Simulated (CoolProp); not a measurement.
Values from CoolProp's reference Helmholtz-energy equation of state, Penoncello 2003.

Q: For CHF3 (R23), give the phase and the cv (kJ/(kg K)), Joule-Thomson coefficient (K/MPa), expansivity (1/kK), viscosity (µPa s) at 442 K and 2.68 MPa; 442 K and 10.7 MPa.

A: 
- 442 K and 2.68 MPa: gas; cv 0.819, Joule-Thomson coefficient 4.15, expansivity 2.75, viscosity 21.6
- 442 K and 10.7 MPa: supercritical; cv 0.856, Joule-Thomson coefficient 3.25, expansivity 4.38, viscosity 25.9

Viscosity comes from a separate model (Shan 2000).
